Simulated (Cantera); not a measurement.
**Stirred combustor or abatement burner**

A perfectly stirred reactor is fed with 40.3 % H₂, 12.6 % O₂, 47.1 % N₂, equivalence ratio 1.6, at 330 Torr; it is adiabatic with a 525 K inlet, and is followed from long to short residence time, starting on the burning branch (τ in s: 0.26, 0.11, 0.045, 0.019, 0.0079, 0.0033, 0.0014, 0.00057, 0.00024, 9.9e-05, 4.1e-05, 1.7e-05).

Model: GRI-Mech 3.0 (53 species, 325 reactions), integrated in Cantera.

```tsv
τ (s)	T (K)	x H₂	x O₂	x NO	x H₂O	x OH
0.26	2337	0.169	7.17e-5	0.000205	0.283	0.00256
0.11	2325	0.169	0.000103	0.000193	0.282	0.00296
0.045	2300	0.167	0.000174	0.000168	0.280	0.00371
0.019	2259	0.165	0.000320	0.000129	0.278	0.00484
0.0079	2195	0.162	0.000615	8.62e-5	0.274	0.00631
0.0033	2104	0.157	0.00115	5.57e-5	0.269	0.00781
0.0014	1987	0.152	0.00202	3.88e-5	0.262	0.00887
0.00057	1838	0.145	0.00343	2.74e-5	0.255	0.00907
0.00024	1675	0.138	0.00556	1.77e-5	0.247	0.00817
9.9e-5	1498	0.136	0.0101	9.21e-6	0.235	0.00634
4.1e-5	1298	0.167	0.0262	3.18e-6	0.201	0.00401
1.7e-5	525	0.403	0.126	<1e-12	<1e-12	<1e-12
```
x: mole fraction; the columns are a selection and need not sum to one.
